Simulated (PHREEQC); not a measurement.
Consider water at 80 °C with 0.0025 mol/kgw HCl, 0.0088 mol/kgw Li2SO4 and 0.021 mol/kgw Na2SO4. Closed to the air; pH follows from the charge balance.

All values are PHREEQC results (Pitzer model, pitzer.dat), not measurements.

No solid was allowed to form.

Question: Predict the pH.

Answer: pH 3.48.

Question: In which forms is S present?

Answer: SO4-2 93 %, HSO4- 6.8 % of the S.

Species that the database lacks are ignored. At this temperature some constants are extrapolated from 25 °C, and those without enthalpy data are left unchanged.
